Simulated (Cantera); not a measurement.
An adiabatic, constant-volume homogeneous reactor starts with H2 : O2 : N2 : NO = 1 : 0.312 : 1.69 : 0.012 (molar parts), at 1700 K and 570000 Pa. Integrator tolerance rtol = 1e-08.

Computed with Cantera and GRI-Mech 3.0 (53 species, 325 reactions). The hydrogen kinetics of GRI-Mech 3.0 are dated; newer H2 mechanisms differ, most at raised pressure. Above 3000 K some thermodynamic fits are extrapolated.

Question: What does this change do: 0.29 parts CO2 added?

Answer: 
```csv
quantity,before,after
time of steepest temperature rise,1.65 µs,1.82 µs
temperature at 4.00 s,3112 K,2934 K
equilibrium temperature,3112 K,2934 K
x(H2) at 4.00 s,0.133 (gas-phase equilibrium 0.133),0.0668 (gas-phase equilibrium 0.0668)
x(O2) at 4.00 s,0.00107 (gas-phase equilibrium 0.00107),0.00201 (gas-phase equilibrium 0.00201)
x(NO) at 4.00 s,0.00344 (gas-phase equilibrium 0.00344),0.00363 (gas-phase equilibrium 0.00363)
x(NO2) at 4.00 s,4.07e-7 (gas-phase equilibrium 4.07e-7),6.46e-7 (gas-phase equilibrium 6.46e-7)
x(N2) at 4.00 s,0.612 (gas-phase equilibrium 0.612),0.556 (gas-phase equilibrium 0.556)
```
